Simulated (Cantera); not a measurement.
Input: 1 mol MgO, 0.055 mol Cl2, 9.4 mol H2, held at 2.40 bar.

Cantera equilibrium calculation (NASA polynomials, part measured and part estimated; ideal gas, pure solids and liquids). Candidate condensed phases: H2O, Mg, MgCl2, MgO, Mg(OH)2; 22 gas species. Rates play no part.

**Question.** Which condensed phases are stable at each of these points (T (K)): 973, 1073, 1173, 1273, 1373, 1473, 1573, 1673?

**Answer.** 
| T (K) | condensed phases | Mg condensed (%) |
|---|---|---|
| 973 | MgCl2(s) + MgO(s) | 100.0 |
| 1073 | MgO(s) | 99.9 |
| 1173 | MgO(s) | 99.8 |
| 1273 | MgO(s) | 99.7 |
| 1373 | MgO(s) | 99.5 |
| 1473 | MgO(s) | 99.3 |
| 1573 | MgO(s) | 99.1 |
| 1673 | MgO(s) | 98.8 |

At 973 K the condensed part is MgCl2(s) + MgO(s). From 1073 K to 1673 K the condensed part is MgO(s).
